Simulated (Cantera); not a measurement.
## Nitride etching: Si₃N₄ + HCl + H₂

Input: 1 mol Si₃N₄, a varied amount of HCl, 2.2 mol H₂, at 15.0 mbar.

Equilibrium computed with Cantera from the NASA thermochemical tables; the gas is ideal and each condensed phase is pure. Candidate condensed phases: NH₄Cl, Si, Si₃N₄; 28 gas species. The tables' values for SiCl₃ are old estimates. The numbers say what is thermodynamically allowed, not how fast it happens.

Stable condensed phases:

```
T in K \ n(HCl) in mol
         12 17 22 28 33 38 44 49 54 60 65 70
   1823   A  A  A  A  A  A  A  A  A  A  A  A
   1748   A  A  A  A  A  A  A  A  A  A  A  A
   1673   A  A  A  A  A  A  A  A  A  A  A  A
   1598   A  A  A  A  A  A  A  A  A  A  A  A
   1523   B  A  A  A  A  A  A  A  A  A  A  A
   1448   B  A  A  A  A  A  A  A  A  A  A  A
   1373   B  B  A  A  A  A  A  A  A  A  A  A
   1298   B  B  B  A  A  A  A  A  A  A  A  A
   1223   B  B  B  A  A  A  A  A  A  A  A  A
   1148   B  B  B  A  A  A  A  A  A  A  A  A
   1073   B  B  B  A  A  A  A  A  A  A  A  A
    998   B  B  B  A  A  A  A  A  A  A  A  A
    923   B  B  A  A  A  A  A  A  A  A  A  A
    848   B  B  A  A  A  A  A  A  A  A  A  A
```

A: gas only; B: Si₃N₄.
